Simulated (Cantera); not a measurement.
A perfectly stirred reactor is fed with H₂ : O₂ = 0.27 : 1 (molar parts), at 1.58 Torr; it is held at 1248 K, and followed from long to short residence time.

Model: GRI-Mech 3.0 (53 species, 325 reactions), integrated in Cantera. Radical loss at walls, strong at low pressure, is not modelled. The temperature is held fixed by assumption; the heat of reaction is taken as removed at once.

x: mole fraction; the columns are a selection and need not sum to one.

```csv
τ (s),x H₂,x O₂,x HO₂,x OH,x H₂O₂,x H,x H₂O
1.2,0.00474,0.727,1.35e-6,0.00826,6.38e-8,0.0170,0.213
0.63,0.00636,0.713,1.36e-6,0.00946,6.08e-8,0.0272,0.202
0.33,0.00802,0.698,1.33e-6,0.0105,5.65e-8,0.0396,0.190
0.17,[?],0.685,1.29e-6,0.0112,5.24e-8,[?],0.178
0.090,[?],0.676,1.25e-6,0.0117,5.02e-8,[?],0.169
0.047,0.0128,0.671,1.23e-6,0.0122,4.99e-8,0.0671,0.162
0.025,0.0154,0.670,1.21e-6,0.0127,5.18e-8,0.0708,0.157
0.013,0.0201,0.672,1.20e-6,0.0135,5.61e-8,0.0727,0.150
0.0068,0.0282,0.678,1.17e-6,0.0144,6.28e-8,0.0728,0.141
```

Q: What belongs in the gaps?

A: 
- 0.17, x H₂: 0.00958
- 0.17, x H: 0.0519
- 0.090, x H₂: 0.0110
- 0.090, x H: 0.0610
